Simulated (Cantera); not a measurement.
A freely propagating, adiabatic, planar premixed flame of C3H8 : O2 : N2 = 1 : 4.17 : 15.7 (molar parts), unburnt at 600 K and 1.00 bar; mixture-averaged transport, grid criteria slope 0.08 and curve 0.16, no radiation.

Computed with Cantera and GRI-Mech 3.0 (53 species, 325 reactions). GRI-Mech 3.0 was tuned for natural gas; its chemistry of propane as a main component is partial and can be far from experiment. Burning velocities carry a grid error of a few per cent, more on coarse grids.

Q: How do the results move with these cheaper or finer settings: unity-Lewis-number transport; multicomponent transport; multicomponent+Soret transport; grid criteria slope 0.5, curve 1; grid criteria slope 0.25, curve 0.5; grid criteria slope 0.03, curve 0.06?

A: 
```csv
setting,laminar burning velocity,thermal thickness,peak x(CH2CO),peak x(CH2O),grid points
as above,156 cm/s,0.259 mm,0.00173,0.00202,148
unity-Lewis-number transport,98.8 cm/s,0.329 mm,0.00101,0.00124,139
multicomponent transport,155 cm/s,0.263 mm,0.00174,0.00202,148
multicomponent+Soret transport,153 cm/s,0.262 mm,0.00175,0.00205,148
"grid criteria slope 0.5, curve 1",168 cm/s,0.297 mm,0.00171,0.00200,42
"grid criteria slope 0.25, curve 0.5",161 cm/s,0.270 mm,0.00173,0.00202,64
"grid criteria slope 0.03, curve 0.06",153 cm/s,0.256 mm,0.00174,0.00202,359
```
The base run took very roughly 23 core-seconds.
Unity Lewis numbers drop preferential diffusion, which matters most where H2 and H carry the flame; Soret adds thermal diffusion.
